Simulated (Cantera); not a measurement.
Charge: 1 mol Ca(OH)2, 0.63 mol H2O, 4.9 mol O2, 0.096 mol H2, held at 673.15 K and 133 Pa.

Method: chemical equilibrium by Gibbs-energy minimisation in Cantera with the NASA 1993 tables (ideal gas, pure condensed phases). Candidate condensed phases: Ca, CaO, Ca(OH)2, H2O; 14 gas species. Rates play no part.

Base state: O2 0.738, H2O 0.262 (mole fractions); condensed: CaO(s).

Q: What changes in the equilibrium state with this change: temperature from 673.15 K to 2273 K?

A: 
```tsv
species	before	after
O2	0.738	0.625
H2O	0.262	0.185
O	<1e-9	0.0917
OH	<1e-9	0.0619
H	<1e-9	0.0245
H2	<1e-9	0.0114
Ca	<1e-9	0.000241
CaOH	<1e-9	0.000234
Ca(OH)2	<1e-9	0.000121
CaO	<1e-9	7.79e-5
CaO(s), mol	1.00	0.995
```

Q: What changes in the equilibrium state with this change: temperature from 673.15 K to 2223 K?

A: 
| species | before | after |
|---|---|---|
| O2 | 0.738 | 0.650 |
| H2O | 0.262 | 0.201 |
| O | <1e-9 | 0.0690 |
| OH | <1e-9 | 0.0537 |
| H | <1e-9 | 0.0166 |
| CaOH | <1e-9 | 0.000128 |
| H2 | <1e-9 | 0.00898 |
| Ca(OH)2 | <1e-9 | 9.71e-5 |
| Ca | <1e-9 | 9.32e-5 |
| CaO(s), mol | 1.00 | 0.998 |
